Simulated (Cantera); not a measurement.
Input: 1 mol AlBr3, 11 mol N2O, 36 mol H2, 6.1 mol H2O, at 1525 °C and 1330 Pa.

Cantera equilibrium calculation (NASA polynomials, part measured and part estimated; ideal gas, pure solids and liquids). Candidate condensed phases: Al, AlBr3, AlN, Al2O3, Br2, H2O; 41 gas species. Rates play no part.

Base state: H2 0.459, H2O 0.284, N2 0.200, HBr 0.0465, Br 0.00819, H 0.00206, OH 8.41e-5 (mole fractions); condensed: Al2O3(s).

Q: What changes in the equilibrium state with this change: AlBr3 replaced by Al(CH3)3?

A: 
| species | before | after |
|---|---|---|
| H2 | 0.459 | 0.564 |
| H2O | 0.284 | 0.203 |
| N2 | 0.200 | 0.181 |
| HBr | 0.0465 | 0 |
| CO | 0 | 0.0452 |
| Br | 0.00819 | 0 |
| CO2 | 0 | 0.00428 |
| OH | 8.41e-5 | 5.43e-5 |
| H | 0.00206 | 0.00229 |
| Al2O3(s), mol | 0.500 | 0.500 |
The feed counts by its element totals alone. Further candidate phases: C, C6H6, C7H8, C8H18.
